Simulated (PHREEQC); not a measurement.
1 kg of water holding 0.0083 mol KHCO3, 0.22 mol KCl and 0.008 mol K2CO3 is evaporated at 90 °C; the solids stay in contact with the brine. CO2 is held at log p = -3.4 (atm). Solids allowed: Kalicinite, Sylvite. Others were left out.

Base run: PHREEQC, Pitzer model, pitzer.dat. Each further column changes one thing. The table gives C in solution (mol/kgw).

| H2O removed (mol) | base | temperature from 90 to 50 °C | temperature from 90 to 25 °C |
|---|---|---|---|
| 0 | 0.0156 | 0.0184 | 0.0202 |
| 18.01 | 0.0222 | 0.0258 | 0.0284 |
| 34.69 | 0.0378 | 0.0429 | 0.0471 |
| 41.44 | 0.0542 | 0.0605 | 0.0659 |
| 47.7 | 0.0938 | 0.102 | 0.110 |
| 50.23 | 0.136 | 0.146 | 0.155 |
| 52.58 | 0.240 | 0.253 | 0.266 |
| 53.53 | 0.352 | 0.369 | 0.386 |
| 54.41 | 0.630 | 0.654 | 0.680 |
| 54.76 | 0.928 | 0.960 | 0.994 |
| 55.09 | 1.66 | 1.71 | 1.77 |
| 55.23 | 2.45 | 2.53 | 2.62 |

Away from 25 °C the constants follow the database's enthalpies or fits; those with neither stay at their 25 °C values.
